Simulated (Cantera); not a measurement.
What does this Cantera script print?

```python
import numpy as np
import cantera as ct

gas_names = """
    C CH CH2 CH3 CH2OH CH3O CH4 CH3OH CO CO2 COOH C2 C2H CHCO,ketyl C2H2,acetylene C2H2,vinylidene
    CH2CO,ketene C2H3,vinyl CH3CO,acetyl C2H4 C2H4O,ethylen CH3CHO,ethanal CH3COOH (HCOOH)2 C2H5 C2H6
    CH3OCH3 C2H5OH C2O C3 C3H3,propargyl C3H4,allene C3H4,propyne C3H4,cyclo- C3H5,allyl C3H6,propylene
    C3H6,cyclo- C3H6O C3H7,n-propyl C3H7,i-propyl C3H8 C3H8O,1propanol C3H8O,2propanol C3O2 C4 C4H2
    C4H4,1,3-cyclo- C4H6,butadiene C4H6,2-butyne C4H6,cyclo- C4H8,1-butene C4H8,cis2-buten
    C4H8,tr2-butene C4H8,isobutene C4H8,cyclo- (CH3COOH)2 C4H9,n-butyl C4H9,i-butyl C4H9,s-butyl
    C4H9,t-butyl C4H10,isobutane C4H10,n-butane C5 C5H6,1,3cyclo- C5H8,cyclo- C5H10,1-pentene
    C5H10,cyclo- C5H11,pentyl C5H11,t-pentyl C5H12,n-pentane C5H12,i-pentane CH3C(CH3)2CH3 C6H2
    C6H5,phenyl C6H5O,phenoxy C6H6 C6H5OH,phenol C6H10,cyclo- C6H12,1-hexene C6H12,cyclo- C6H13,n-hexyl
    C7H7,benzyl C7H8 C7H8O,cresol C7H14,1-heptene C7H15,n-heptyl C7H16,n-heptane C8H8,styrene
    C8H10,ethylbenz C8H16,1-octene C8H17,n-octyl C8H18,isooctane C8H18,n-octane C9H19,n-nonyl
    C10H8,naphthale C10H21,n-decyl C12H9,o-bipheny C12H10,bipheny H HCO HO2 H2 HCHO,formaldehy HCOOH H2O
    H2O2 O OH O2 O3
""".split()
cond_names = """
    C(gr) C6H6(L) C7H8(L) C8H18(L),n-octa H2O(s) H2O(L)
""".split()


def load(file, names, dense=False):
    # The tables refer to 1 bar. Condensed volumes are neglected.
    table = {s.name: s for s in ct.Species.list_from_file(file)}
    out = []
    for n in names:
        d = dict(table[n].input_data)
        d["thermo"] = dict(d["thermo"], **{"reference-pressure": 1e5})
        if dense:
            d["equation-of-state"] = {"model": "constant-volume", "density": "1e6 g/cm^3"}
        out.append(ct.Species.from_dict(d))
    return out


gas = ct.Solution(thermo="ideal-gas", species=load("nasa_gas.yaml", gas_names))
cond = {s.name: ct.Solution(thermo="fixed-stoichiometry", species=[s], name=s.name)
        for s in load("nasa_condensed.yaml", cond_names, dense=True)}
atoms = {
    'C2H2': {'C': 2, 'H': 2},
    'CO2': {'C': 1, 'O': 2},
    'H2': {'H': 2},
    'H2O': {'H': 2, 'O': 1},
}
top_T = {'C(gr)': 4500}  # K; cautious upper limits of use, not melting points


def equilibrate(T, P, feed):
    n = {}
    for name, mol in feed.items():
        for a, k in atoms[name].items():
            n[a] = n.get(a, 0.0) + k * mol
    gas.TPX = T, P, n
    mass = sum(n.values()) * gas.mean_molecular_weight
    gas.equilibrate("TP")
    valid = [c for c in cond.values() if c.min_temp <= T <= top_T.get(c.name, c.max_temp)]
    mix = ct.Mixture([(gas, mass / gas.mean_molecular_weight)] + [(c, 0.0) for c in valid])
    mix.T, mix.P = T, P
    mix.equilibrate("TP", solver="vcs", rtol=1e-11, max_steps=5000)
    return mix


results = []
feed = {'C2H2': 1, 'CO2': 0.046, 'H2': 6.7, 'H2O': 0.3}  # mol
P = 950  # Pa
for T in [2098, 2148, 2198, 2248, 2298, 2348, 2398, 2448, 2498, 2548, 2598, 2648, 2698, 2748]:
    mix = equilibrate(T, P, feed)
    results.append((T, P, feed, dict(zip(mix.species_names, mix.species_moles))))
    x = sorted(zip(gas.X, gas.species_names), reverse=True)
    print(f"T = {T:g} K  P = {P:g} Pa  gas = {mix.phase_moles(0):.4g} mol")
    print("   x: " + "  ".join(f"{s} {v:.3e}" for v, s in x if v > 0.001))
    print("   condensed (mol): " + ("  ".join(f"{mix.phase(i).name} {mix.phase_moles(i):.4g}"
          for i in range(1, mix.n_phases) if mix.phase_moles(i) > 1e-12) or "none"))
```

Result:

```
T = 2098 K  P = 950 Pa  gas = 8.521 mol
   x: H2 9.224e-01  CO 4.600e-02  H 3.032e-02  C2H2,acetylene 1.316e-03
   condensed (mol): C(gr) 1.631
T = 2148 K  P = 950 Pa  gas = 8.567 mol
   x: H2 9.117e-01  CO 4.576e-02  H 4.083e-02  C2H2,acetylene 1.746e-03
   condensed (mol): C(gr) 1.624
T = 2198 K  P = 950 Pa  gas = 8.626 mol
   x: H2 8.981e-01  H 5.414e-02  CO 4.545e-02  C2H2,acetylene 2.276e-03
   condensed (mol): C(gr) 1.615
T = 2248 K  P = 950 Pa  gas = 8.7 mol
   x: H2 8.812e-01  H 7.076e-02  CO 4.506e-02  C2H2,acetylene 2.919e-03
   condensed (mol): C(gr) 1.603
T = 2298 K  P = 950 Pa  gas = 8.793 mol
   x: H2 8.605e-01  H 9.116e-02  CO 4.458e-02  C2H2,acetylene 3.682e-03
   condensed (mol): C(gr) 1.589
T = 2348 K  P = 950 Pa  gas = 8.908 mol
   x: H2 8.356e-01  H 1.158e-01  CO 4.401e-02  C2H2,acetylene 4.566e-03
   condensed (mol): C(gr) 1.571
T = 2398 K  P = 950 Pa  gas = 9.049 mol
   x: H2 8.059e-01  H 1.451e-01  CO 4.332e-02  C2H2,acetylene 5.567e-03
   condensed (mol): C(gr) 1.551
T = 2448 K  P = 950 Pa  gas = 9.22 mol
   x: H2 7.713e-01  H 1.794e-01  CO 4.252e-02  C2H2,acetylene 6.670e-03
   condensed (mol): C(gr) 1.527
T = 2498 K  P = 950 Pa  gas = 9.424 mol
   x: H2 7.316e-01  H 2.187e-01  CO 4.160e-02  C2H2,acetylene 7.847e-03
   condensed (mol): C(gr) 1.5
T = 2548 K  P = 950 Pa  gas = 9.666 mol
   x: H2 6.869e-01  H 2.630e-01  CO 4.056e-02  C2H2,acetylene 9.061e-03
   condensed (mol): C(gr) 1.468
T = 2598 K  P = 950 Pa  gas = 9.949 mol
   x: H2 6.376e-01  H 3.119e-01  CO 3.940e-02  C2H2,acetylene 1.026e-02
   condensed (mol): C(gr) 1.43
T = 2648 K  P = 950 Pa  gas = 10.28 mol
   x: H2 5.843e-01  H 3.647e-01  CO 3.815e-02  C2H2,acetylene 1.138e-02
   condensed (mol): C(gr) 1.385
T = 2698 K  P = 950 Pa  gas = 10.65 mol
   x: H2 5.280e-01  H 4.204e-01  CO 3.681e-02  C2H2,acetylene 1.236e-02  C2H 1.041e-03
   condensed (mol): C(gr) 1.329
T = 2748 K  P = 950 Pa  gas = 11.07 mol
   x: H 4.776e-01  H2 4.698e-01  CO 3.541e-02  C2H2,acetylene 1.313e-02  C3 1.731e-03  C2H 1.542e-03
   condensed (mol): C(gr) 1.255
```

Method: chemical equilibrium by Gibbs-energy minimisation in Cantera with the NASA 1993 tables (ideal gas, pure condensed phases).
